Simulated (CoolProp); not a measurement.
The fluid at 293.15 K and 0.28 MPa expands adiabatically to 0.0352 MPa with isentropic efficiency 1. The same conditions are run with several fluids, on thermodynamics alone (safety and materials aside).

The numbers come from the reference Helmholtz-energy equation of state of each fluid (carbon monoxide: Lemmon 2006; R152A: Outcalt 1996; CH3F (R41): Lemmon 2006; R410A: Lemmon 2003) in CoolProp. Blends and air are pseudo-pure fits.

| fluid | work (kJ/kg) | final temperature (K) | final phase | final density (kg/m³) |
|---|---|---|---|---|
| carbon monoxide | (withheld) | (withheld) | gas | 0.734 |
| R152A | (withheld) | 227.6 | two-phase, vapour fraction 0.974 | (withheld) |
| CH3F (R41) | 115 | 179.7 | gas | (withheld) |
| R410A | 57.9 | (withheld) | gas | (withheld) |

Q: Fill in the missing entries.

A: 
- carbon monoxide, work (kJ/kg): 136
- carbon monoxide, final temperature (K): 162.0
- R152A, work (kJ/kg): 63.8
- R152A, final density (kg/m³): 1.29
- CH3F (R41), final density (kg/m³): 0.819
- R410A, final temperature (K): 210.6
- R410A, final density (kg/m³): 1.49
